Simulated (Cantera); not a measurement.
Thermodynamics of carbothermic reduction, feed Cu2O + CH4 + CO

Input: 1 mol Cu2O, 5.2 mol CH4, 0.57 mol CO, at 0.00133 bar.

Cantera equilibrium calculation (NASA polynomials, part measured and part estimated; ideal gas, pure solids and liquids). Candidate condensed phases: C, C6H6, C7H8, C8H18, Cu, CuO, Cu(OH)2, Cu2O, H2O; 113 gas species. Rates play no part.

From 650 °C to 1050 °C the condensed part is C(graphite) + Cu(s). At 1250 °C the condensed part is C(graphite) + Cu(l). From 1450 °C to 2250 °C the condensed part is C(graphite).

```tsv
T (°C)	log p H2	log p H	log p Cu	log p CO	log p C2H2 (acetylene)	log p C3	n C(graphite)	n Cu(s)	n Cu(l)
650	-2.94	-11.08	-12.26	-3.76	-12.86	<-14	4.20	2.00	0
850	-2.94	-8.84	-8.90	-3.76	-10.59	<-14	4.20	2.00	0
1050	-2.94	-7.27	-6.57	-3.76	-9.02	<-14	4.20	2.00	0
1250	-2.94	-6.11	-4.92	-3.76	-7.87	<-14	4.20	0	1.89
1450	-3.01	-5.24	-3.72	-3.83	-7.05	-14.01	4.20	0	0
1650	-3.01	-4.53	-3.72	-3.83	-6.36	-11.41	4.19	0	0
1850	-3.05	-3.97	-3.74	-3.84	-5.83	-9.32	4.17	0	0
2050	-3.14	-3.53	-3.77	-3.88	-5.45	-7.59	4.11	0	0
2250	-3.33	-3.22	-3.83	-3.94	-5.26	-6.15	4.00	0	0
```
log p: log10 of the partial pressure in bar; n: condensed amount in mol.
